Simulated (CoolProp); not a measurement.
Saturation properties of the fluoroketone C6F12O (FK-5-1-12) (Tc = 441.8 K, pc = 1.869 MPa, ω = 0.471).

Values from CoolProp's reference Helmholtz-energy equation of state, McLinden 2015.

| T (K) | p (MPa) | liquid density (kg/m³) | vapour density (kg/m³) | enthalpy of vaporisation (kJ/kg) | liquid cp (kJ/(kg K)) |
|---|---|---|---|---|---|
| 208.6 | 0.0001026 | 1852 | 0.01870 | 119.2 | 1.110 |
| 214 | 0.0001768 | 1837 | 0.03143 | 117.6 | 1.105 |
| 219.5 | 0.0002976 | 1822 | 0.05157 | 116.1 | 1.101 |
| 224.9 | 0.0004808 | 1808 | 0.08136 | 114.5 | 1.098 |
| 230.4 | 0.0007615 | 1793 | 0.1258 | 113.0 | 1.095 |
| 235.8 | 0.001165 | 1779 | 0.1882 | 111.5 | 1.093 |
| 241.2 | 0.001739 | 1764 | 0.2750 | 110.1 | 1.091 |
| 246.7 | 0.002558 | 1749 | 0.3958 | 108.6 | 1.090 |
| 252.1 | 0.003659 | 1734 | 0.5548 | 107.2 | 1.089 |
| 257.6 | 0.005166 | 1719 | 0.7679 | 105.7 | 1.089 |
| 263 | 0.007121 | 1704 | 1.039 | 104.3 | 1.089 |
| 268.4 | 0.009655 | 1689 | 1.384 | 102.8 | 1.090 |
| 273.9 | 0.01296 | 1673 | 1.826 | 101.4 | 1.091 |

It boils at 322.2 K under 1 atm.
